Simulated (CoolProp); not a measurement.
1,2-dichloroethane along the isobar 5.45 MPa: density (kg/m³) from the reference equation and from simpler models built on Tc = 561.6 K, pc = 5.226 MPa, ω = 0.269; each cubic takes its own stable root.

Computed with CoolProp (reference Helmholtz-energy equation of state, Thol 2015).

```json
[
 {"T (K)": "434.1", "phase": "liquid", "reference": "1034"},
 {"T (K)": "441.4", "phase": "liquid", "reference": "1020"},
 {"T (K)": "448.7", "phase": "liquid", "reference": "1006"},
 {"T (K)": "456", "phase": "liquid", "reference": "991.6"},
 {"T (K)": "463.4", "phase": "liquid", "reference": "976.4"},
 {"T (K)": "470.7", "phase": "liquid", "reference": "961.0"},
 {"T (K)": "478", "phase": "liquid", "reference": "945.0"},
 {"T (K)": "485.3", "phase": "liquid", "reference": "928.4"},
 {"T (K)": "492.7", "phase": "liquid", "reference": "910.9"},
 {"T (K)": "500", "phase": "liquid", "reference": "892.8"}
]
```

Question: How far does each simpler model (Redlich-Kwong, Soave-Redlich-Kwong, Peng-Robinson) lie from the reference over these 10 states: mean and median of the absolute difference, and the worst?

Answer: 
- Redlich-Kwong: mean 17.4 %, median 17.3 %, worst -19.1 % at 500 K and 5.45 MPa
- Soave-Redlich-Kwong: mean 13.8 %, median 13.6 %, worst -15.5 % at 500 K and 5.45 MPa
- Peng-Robinson: mean 2.5 %, median 2.3 %, worst -4.5 % at 500 K and 5.45 MPa
